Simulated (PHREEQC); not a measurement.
Consider water at 70 °C with 0.0011 mol/kgw Al2(SO4)3 and 0.13 mol/kgw MgSO4. It is in equilibrium with CO2 at log p = -1 (atm). Otherwise closed; pH follows from the charge balance.

The numbers come from PHREEQC with the ion-association model, phreeqc.dat.

```csv
quantity,before,after
pH,4.20,4.40
ionic strength (mol/kgw),0.159,0.189
MgSO4 (mol/kgw),0.0911,0.0835
SO4-2 (mol/kgw),0.0396,0.0471
Mg+2 (mol/kgw),0.0389,0.0465
HSO4- (mol/kgw),0.000298,0.000127
```

Problem. What was changed between the two runs?
A) 0.24 mol/kgw MnSO4 added
B) temperature from 70 to 75 °C
C) temperature from 70 to 50 °C
D) Al2(SO4)3 from 0.0011 to 0.00121 mol/kgw
E) Al2(SO4)3 replaced by FeSO4 at the same molality

Solution. C, temperature from 70 to 50 °C

No solid was allowed to form. Some of these states are supersaturated (in Gibbsite (slow to form), for instance). Constants without temperature data keep their 25 °C values here.
